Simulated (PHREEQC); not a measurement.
Dissolve 37 mmol/kgw HF and 13 mmol/kgw NaF at 23 °C. Closed to the air; pH follows from the charge balance.

Equilibrium calculation in PHREEQC: ion-association model, wateq4f.dat.

No solid was allowed to form.

Problem. Order these F species by the share of F that they hold, largest first: F-, H2F2, HF, HF2-, NaF.

Solution. HF (58 %), F- (27 %), H2F2 (9.4 %), HF2- (5.9 %), NaF (0.15 %)

The pH is 2.77 and the ionic strength 0.0148 mol/kgw. wateq4f.dat counts part of the HF as a dimer, H2F2, which phreeqc.dat doesn't know; its constant is uncertain.
